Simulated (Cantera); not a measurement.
**Boron, boron nitride and boron oxide: B + H₂ + N₂**

Feed: 1 mol B, 54 mol H₂, 3 mol N₂, equilibrated at 1798 K and 1.33 mbar.

These are equilibrium values from Cantera (NASA tables, ideal gas, pure condensed phases), not measurements of a reactor. Candidate condensed phases: B, BN; 15 gas species. The tables' values for BH₂ are old estimates; treat these amounts as uncertain. Equilibrium is a limit: real reactors are often held back by kinetics, nucleation or transport.

```json
{
 "x(H₂)": "0.947",
 "x(N₂)": "0.0441",
 "x(H)": "0.00938",
 "x(BH₂)": "3.21e-5",
 "n(BN(s))": "0.998 mol",
 "gas_amount": "56.77 mol",
 "log10 activity of B(s) (absent)": "-0.58"
}
```
